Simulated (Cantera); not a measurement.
An isothermal, constant-pressure homogeneous reactor starts with 47.6 % C2H6, 52.4 % N2, at 1950 K and 1.00 bar.

Model: GRI-Mech 3.0 (53 species, 325 reactions), integrated in Cantera. GRI-Mech 3.0 stops at C3 and has no aromatics, soot or wall deposition, so with more carbon than oxygen in the feed, carbon stays in small species such as C2H2 where larger ones or solid carbon would form.

**Question.** Predict: x(C2H6) at 10.0 s; x(HCN) at 10.0 s; x(CH2) at 10.0 s; x(C2H) at 10.0 s; x(C2H4) at 10.0 s; x(C2H2) at 10.0 s.

**Answer.** 
```json
{
 "x(C2H6) at 10.0 s": "3.16e-7 (gas-phase equilibrium 2.34e-7)",
 "x(HCN) at 10.0 s": "0.000622 (gas-phase equilibrium 0.128)",
 "x(CH2) at 10.0 s": "2.35e-7 (gas-phase equilibrium 2.02e-7)",
 "x(C2H) at 10.0 s": "6.30e-6 (gas-phase equilibrium 4.65e-6)",
 "x(C2H4) at 10.0 s": "0.00104 (gas-phase equilibrium 0.000770)",
 "x(C2H2) at 10.0 s": "0.242 (gas-phase equilibrium 0.178)"
}
```
